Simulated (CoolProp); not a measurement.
Vapour-liquid equilibrium of R113 (1) + benzene (2) at 0.519 MPa; x and y are mole fractions of (1).

Computed with CoolProp (multi-fluid Helmholtz-energy mixture model, Marx 1992 and Thol 2012; pair parameters Bell 2016).

```csv
x,bubble temperature (K),y at the bubble point,dew temperature at overall composition x (K),liquid density (mol/L)
0.05,412.9,0.128,415.8,9.320
0.15,405.7,0.315,412.1,9.082
0.25,400.3,0.447,408.2,8.834
0.35,396.2,0.547,404.3,8.585
0.45,392.9,0.629,400.2,8.342
0.55,390.0,0.702,396.1,8.107
0.65,387.6,0.770,392.0,7.884
0.75,385.4,0.835,388.3,7.671
0.85,383.4,0.900,384.9,7.469
0.95,381.5,0.966,382.0,7.278
```

No azeotrope shows between x = 0.05 and 0.95.

Pair parameters are fitted to limited data, so mixtures are less certain than the pure fluids.
